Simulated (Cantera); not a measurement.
Input: 1 mol SiHCl₃, 0.87 mol C₂H₂, 4.8 mol H₂, held at 1125 K and 0.740 bar.

Cantera equilibrium calculation (NASA polynomials, part measured and part estimated; ideal gas, pure solids and liquids). Candidate condensed phases: C, C₆H₆, C₇H₈, C₈H₁₈, Si, SiC; 109 gas species. The tables' values for SiCl₃ are old estimates; treat these amounts as uncertain. The numbers say what is thermodynamically allowed, not how fast it happens.

Problem. What is the equilibrium state?

Solution. 
```json
{
 "x(H₂)": "0.770",
 "x(HCl)": "0.146",
 "x(SiCl₄)": "0.0644",
 "x(CH₄)": "0.0127",
 "x(SiHCl₃)": "0.00589",
 "x(SiCl₃)": "0.000565",
 "x(SiH₂Cl₂)": "6.61e-5",
 "x(SiCl₂)": "6.10e-5",
 "n(C(graphite))": "1.15 mol",
 "n(SiC(s))": "0.497 mol",
 "gas_amount": "7.080 mol",
 "log10 activity of Si(s) (absent)": "-2.99"
}
```
